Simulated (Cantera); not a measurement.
A perfectly stirred reactor is fed with NH3 : N2 = 1 : 11 (molar parts), at 27.0 Torr; it is held at 2323 K, and followed from long to short residence time.

Computed with Cantera and the gas-phase N/H chemistry of the illustrative SiF4/NH3 mechanism in the Surface Chemkin manual (1991). Walls and surfaces, which speed up NH3 decomposition in real reactors, are not modelled.

### Question
What does this change do: N2 11 to 34 parts?

### Answer
| quantity | before | after |
|---|---|---|
| x(NH3) at τ = 0.510 s | 0.00645 | 0.00220 |
| x(NH2) at τ = 0.510 s | 0.000167 | 8.02e-5 |
| x(H) at τ = 0.510 s | 0.000869 | 0.000447 |
| x(N2) at τ = 0.510 s | 0.887 | 0.959 |
| x(H2) at τ = 0.510 s | 0.106 | 0.0381 |
| x(NH3) at τ = 12.0 ms | 0.0636 | 0.0215 |
| x(NH2) at τ = 12.0 ms | 0.00106 | 0.000563 |
| x(H) at τ = 12.0 ms | 0.000151 | 9.59e-5 |
| x(N2) at τ = 12.0 ms | 0.909 | 0.968 |
| x(H2) at τ = 12.0 ms | 0.0262 | 0.00972 |

### Question
What does this change do: 0.19 parts H2 added?

### Answer
```
quantity                 before     after
---------------------  --------  --------
x(NH3) at τ = 0.510 s   0.00645   0.00640
x(NH2) at τ = 0.510 s  0.000167  0.000165
x(H) at τ = 0.510 s    0.000869  0.000970
x(N2) at τ = 0.510 s      0.887     0.874
x(H2) at τ = 0.510 s      0.106     0.119
x(NH3) at τ = 12.0 ms    0.0636    0.0630
x(NH2) at τ = 12.0 ms   0.00106  0.000969
x(H) at τ = 12.0 ms    0.000151  0.000210
x(N2) at τ = 12.0 ms      0.909     0.895
x(H2) at τ = 12.0 ms     0.0262    0.0406
```
